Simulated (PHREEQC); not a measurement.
# Alkaline etch or developer: an equilibrium model

Make-up at 60 °C: 80 mmol/kgw NaOH, 5.3 mmol/kgw Na2SiO3 and 30 mmol/kgw K3PO4. Closed to the air; pH follows from the charge balance.

Model: ion-association model, phreeqc.dat, run in PHREEQC.

No solid was allowed to form.

Q: Estimate the pH, ionic strength.

A: pH 11.79; ionic strength 0.259 mol/kgw.

Q: In which forms is P present?

A: PO4-3 79 %, HPO4-2 19 %, NaHPO4- 0.9 %, KHPO4- 0.8 % of the P.

Constants without temperature data keep their 25 °C values here.
